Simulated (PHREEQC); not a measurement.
Consider water at 20 °C with 0.22 mmol/kgw Ca(HCO3)2, 4.4 mmol/kgw NaF and 0.00038 mmol/kgw H4SiO4. Closed to the air; pH follows from the charge balance.

Computed with PHREEQC (ion-association model, phreeqc.dat).

Problem. The ionic strength comes out as 0.00505 mol/kgw. What activity coefficients do F-, HCO3-, Na+, OH-, Ca+2 get?

Solution. F- 0.93, HCO3- 0.93, Na+ 0.93, OH- 0.93, Ca+2 0.74.

This is a speciation only: nothing precipitates in the calculation. The solution is supersaturated, for example in Fluorite, so a real one may precipitate; this is no full list. SiF6-2 is the database's only silicon fluoride.
